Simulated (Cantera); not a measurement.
Feed: 1 mol CS2, 2.7 mol H2O, 1.8 mol H2, equilibrated at 2925 °C and 0.0100 bar.

Equilibrium computed with Cantera from the NASA thermochemical tables; the gas is ideal and each condensed phase is pure. Candidate condensed phases: C, C6H6, C7H8, C8H18, H2O, H2SO4, S; 123 gas species. The numbers say what is thermodynamically allowed, not how fast it happens.

Base state: H 0.605, S 0.132, O 0.0933, CO 0.0793, H2 0.0468, SO 0.0221, OH 0.0120, SH 0.00245 (mole fractions); condensed: gas only.

Question: What changes in the equilibrium state with this change: temperature from 2925 °C to 1127 °C?

Answer: 
```tsv
species	before	after
H2	0.0468	0.401
H2O	0.00243	0.236
CO	0.0793	0.125
H	0.605	3.08e-5
O	0.0933	<1e-9
OH	0.0120	3.60e-7
H2S	1.10e-5	0.0834
S	0.132	4.00e-5
S2	0.000923	0.116
SO	0.0221	0.000268
CO2	0.000529	0.0340
O2	0.00190	<1e-9
COS	8.14e-7	0.000853
```

Question: What changes in the equilibrium state with this change: temperature from 2925 °C to 2250 °C?

Answer: 
```json
[
 {"species": "H2", "before": "0.0468", "after": "0.381"},
 {"species": "H", "before": "0.605", "after": "0.172"},
 {"species": "CO", "before": "0.0793", "after": "0.122"},
 {"species": "O", "before": "0.0933", "after": "0.00243"},
 {"species": "H2O", "before": "0.00243", "after": "0.0860"},
 {"species": "S2", "before": "0.000923", "after": "0.0282"},
 {"species": "SO2", "before": "0.000728", "after": "0.0181"},
 {"species": "SH", "before": "0.00245", "after": "0.0186"},
 {"species": "SO", "before": "0.0221", "after": "0.0767"},
 {"species": "S", "before": "0.132", "after": "0.0811"},
 {"species": "OH", "before": "0.0120", "after": "0.00824"},
 {"species": "H2S", "before": "1.10e-5", "after": "0.00122"},
 {"species": "S2O", "before": "1.83e-6", "after": "0.000127"},
 {"species": "COS", "before": "8.14e-7", "after": "1.55e-5"},
 {"species": "O2", "before": "0.00190", "after": "0.000225"}
]
```
